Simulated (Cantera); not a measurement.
Input: 1 mol B, 0.21 mol H₂O, 50 mol N₂, held at 170 Pa.

Cantera equilibrium calculation (NASA polynomials, part measured and part estimated; ideal gas, pure solids and liquids). Candidate condensed phases: B, BN, B₂O₃, B₃O₃H₃, H₂O; 39 gas species. N₂ is the only nitrogen source here; it is nearly inert below about 1500 K, so the nitride shown seldom forms there in practice. Mutual solubility and eutectic melting of coexisting phases are not modelled. Equilibrium is a limit: real reactors are often held back by kinetics, nucleation or transport.

Question: Which condensed phases are stable at each of these points (T (°C)): 775, 975, 1175, 1375, 1575, 1775, 1975, 2175?

Answer: 
| T (°C) | condensed phases | B condensed (%) |
|---|---|---|
| 775 | BN(s) + B₂O₃(l) | 100.0 |
| 975 | BN(s) + B₂O₃(l) | 99.3 |
| 1175 | BN(s) | 85.9 |
| 1375 | BN(s) | 81.9 |
| 1575 | BN(s) | 79.1 |
| 1775 | BN(s) | 78.5 |
| 1975 | B(s) | 62.5 |
| 2175 | gas only | 0.0 |

From 775 °C to 975 °C the condensed part is BN(s) + B₂O₃(l). From 1175 °C to 1775 °C the condensed part is BN(s). At 1975 °C the condensed part is B(s). At 2175 °C nothing is condensed.
